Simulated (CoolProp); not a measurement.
Nitrous oxide at several states: Z from the reference equation and from simpler models built on Tc = 309.5 K, pc = 72.45 bar, ω = 0.161; each cubic takes its own stable root.

Values from CoolProp's reference Helmholtz-energy equation of state, Lemmon 2006. It is a short technical equation, of lower accuracy than the large ones.

```tsv
T (K)	p (bar)	phase	reference
362	59.3	gas	0.8158
225.4	39.4	liquid	0.08336
399.7	3.2	gas	0.9935
402.7	1.93	gas	0.9962
```

**Question.** How far does each simpler model (van der Waals, Redlich-Kwong, Soave-Redlich-Kwong) lie from the reference over these 4 states: mean and median of the absolute difference, and the worst?

**Answer.** 
- van der Waals: mean 14.8 %, median 0.4 %, worst +58.5 % at 225.4 K and 39.4 bar
- Redlich-Kwong: mean 2.8 %, median 0.4 %, worst +10.4 % at 225.4 K and 39.4 bar
- Soave-Redlich-Kwong: mean 2.2 %, median 0.5 %, worst +7.9 % at 225.4 K and 39.4 bar
